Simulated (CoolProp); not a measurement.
Vapour-liquid equilibrium of R152A (1) + R227EA (2) at 0.872 MPa; x and y are mole fractions of (1).

Values from CoolProp's multi-fluid Helmholtz-energy mixture model, Outcalt 1996 and Lemmon 2016; pair parameters Bell 2016.

```json
[
 {"x": "0.05", "bubble temperature (K)": "321.0", "y at the bubble point": "0.056", "dew temperature at overall composition x (K)": "321.0", "liquid density (mol/L)": "7.720"},
 {"x": "0.125", "bubble temperature (K)": "320.4", "y at the bubble point": "0.142", "dew temperature at overall composition x (K)": "320.5", "liquid density (mol/L)": "8.009"},
 {"x": "0.2", "bubble temperature (K)": "319.7", "y at the bubble point": "0.230", "dew temperature at overall composition x (K)": "320.0", "liquid density (mol/L)": "…"},
 {"x": "0.275", "bubble temperature (K)": "…", "y at the bubble point": "0.317", "dew temperature at overall composition x (K)": "319.3", "liquid density (mol/L)": "8.640"},
 {"x": "0.35", "bubble temperature (K)": "…", "y at the bubble point": "…", "dew temperature at overall composition x (K)": "318.6", "liquid density (mol/L)": "8.983"},
 {"x": "0.425", "bubble temperature (K)": "317.1", "y at the bubble point": "0.483", "dew temperature at overall composition x (K)": "317.7", "liquid density (mol/L)": "9.347"},
 {"x": "0.5", "bubble temperature (K)": "316.2", "y at the bubble point": "0.560", "dew temperature at overall composition x (K)": "316.9", "liquid density (mol/L)": "9.733"},
 {"x": "0.575", "bubble temperature (K)": "315.3", "y at the bubble point": "0.633", "dew temperature at overall composition x (K)": "316.0", "liquid density (mol/L)": "10.14"},
 {"x": "0.65", "bubble temperature (K)": "314.5", "y at the bubble point": "0.702", "dew temperature at overall composition x (K)": "315.1", "liquid density (mol/L)": "10.58"},
 {"x": "0.725", "bubble temperature (K)": "313.7", "y at the bubble point": "…", "dew temperature at overall composition x (K)": "314.2", "liquid density (mol/L)": "11.05"},
 {"x": "0.8", "bubble temperature (K)": "313.0", "y at the bubble point": "0.831", "dew temperature at overall composition x (K)": "313.4", "liquid density (mol/L)": "11.55"},
 {"x": "0.875", "bubble temperature (K)": "312.4", "y at the bubble point": "0.893", "dew temperature at overall composition x (K)": "312.6", "liquid density (mol/L)": "12.09"},
 {"x": "0.95", "bubble temperature (K)": "311.9", "y at the bubble point": "0.957", "dew temperature at overall composition x (K)": "311.9", "liquid density (mol/L)": "12.67"}
]
```

### Question
Some entries are withheld; supply them.

### Answer

- 0.2, liquid density (mol/L): 8.315
- 0.275, bubble temperature (K): 318.9
- 0.35, bubble temperature (K): 318.0
- 0.35, y at the bubble point: 0.402
- 0.725, y at the bubble point: 0.767

No azeotrope shows between x = 0.05 and 0.95.

Pair parameters are fitted to limited data, so mixtures are less certain than the pure fluids. The gap from Raoult's law changes sign with composition, which may be real or a fault of the pair parameters; it wasn't checked against measurements.
